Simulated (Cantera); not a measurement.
Na2SO4 + C + H2 (calcination and drying)

Feed: 1 mol Na2SO4, 0.0083 mol C, a varied amount of H2, held at 1725 °C and 1.00 Torr.

Cantera equilibrium calculation (NASA polynomials, part measured and part estimated; ideal gas, pure solids and liquids). Candidate condensed phases: C, C6H6, C7H8, C8H18, H2O, H2SO4, Na, NaOH, NaO2, Na2CO3, Na2O, Na2O2, Na2S, Na2SO4, S; 131 gas species. Rates play no part.

```json
[
 {"n(H2) (mol)": "0.096", "x Na": "0.485", "x SO2": "0.245", "x O2": "0.226", "x H2O": "0.0172", "x NaOH": "0.00725", "x OH": "0.00448", "x O": "0.00859"},
 {"n(H2) (mol)": "0.12", "x Na": "0.483", "x SO2": "0.244", "x O2": "0.223", "x H2O": "0.0221", "x NaOH": "0.00816", "x OH": "0.00506", "x O": "0.00851"},
 {"n(H2) (mol)": "0.16", "x Na": "0.479", "x SO2": "0.243", "x O2": "0.216", "x H2O": "0.0305", "x NaOH": "0.00944", "x OH": "0.00590", "x O": "0.00839"},
 {"n(H2) (mol)": "0.21", "x Na": "0.475", "x SO2": "0.242", "x O2": "0.209", "x H2O": "0.0411", "x NaOH": "0.0108", "x OH": "0.00679", "x O": "0.00824"},
 {"n(H2) (mol)": "0.28", "x Na": "0.470", "x SO2": "0.240", "x O2": "0.198", "x H2O": "0.0560", "x NaOH": "0.0123", "x OH": "0.00782", "x O": "0.00804"},
 {"n(H2) (mol)": "0.36", "x Na": "0.464", "x SO2": "0.237", "x O2": "0.187", "x H2O": "0.0729", "x NaOH": "0.0136", "x OH": "0.00880", "x O": "0.00780"},
 {"n(H2) (mol)": "0.47", "x Na": "0.457", "x SO2": "0.234", "x O2": "0.171", "x H2O": "0.0960", "x NaOH": "0.0151", "x OH": "0.00987", "x O": "0.00746"},
 {"n(H2) (mol)": "0.61", "x Na": "0.448", "x SO2": "0.230", "x O2": "0.152", "x H2O": "0.125", "x NaOH": "0.0163", "x OH": "0.0109", "x O": "0.00704"},
 {"n(H2) (mol)": "0.79", "x Na": "0.438", "x SO2": "0.226", "x O2": "0.129", "x H2O": "0.161", "x NaOH": "0.0174", "x OH": "0.0119", "x O": "0.00648"}
]
```
x: gas mole fraction; nothing condenses.

From 0.096 mol H2 to 0.79 mol H2 nothing is condensed. The main Na-bearing gas is Na throughout.
